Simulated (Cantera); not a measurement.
A perfectly stirred reactor is fed with 50.0 % CH4, 50.0 % CO2, at 3450 Torr; it is held at 1350 K, and followed from long to short residence time.

Detailed kinetics in Cantera: GRI-Mech 3.0 (53 species, 325 reactions).

x: mole fraction; the columns are a selection and need not sum to one.

| τ (s) | x CH4 | x CO2 | x H2 | x H2O | x C2H2 | x C2H4 | x O2 |
|---|---|---|---|---|---|---|---|
| 1.7 | 0.407 | 0.442 | 0.0562 | 0.0309 | 0.0213 | 0.0110 | <1e-12 |
| 0.52 | 0.465 | 0.485 | 0.0266 | 0.00507 | 0.00727 | 0.00457 | <1e-12 |
| 0.16 | 0.489 | 0.497 | 0.00861 | 0.000564 | 0.00139 | 0.00213 | <1e-12 |
| 0.050 | 0.497 | 0.499 | ? | ? | ? | ? | <1e-12 |
| 0.015 | 0.499 | 0.500 | 0.000495 | 5.78e-6 | 5.09e-6 | 9.90e-5 | <1e-12 |
| 0.0047 | 0.500 | 0.500 | 0.000132 | 1.14e-6 | 1.81e-7 | 1.28e-5 | <1e-12 |
| 0.0015 | 0.500 | 0.500 | 3.94e-5 | 3.10e-7 | 8.32e-9 | 2.00e-6 | <1e-12 |
| 0.00045 | 0.500 | 0.500 | ? | ? | 3.57e-10 | ? | <1e-12 |

Task: Fill in the missing entries.

Result: 
- 0.050, x H2: 0.00219
- 0.050, x H2O: 5.31e-5
- 0.050, x C2H2: 0.000127
- 0.050, x C2H4: 0.000645
- 0.00045, x H2: 1.14e-5
- 0.00045, x H2O: 8.70e-8
- 0.00045, x C2H4: 3.20e-7
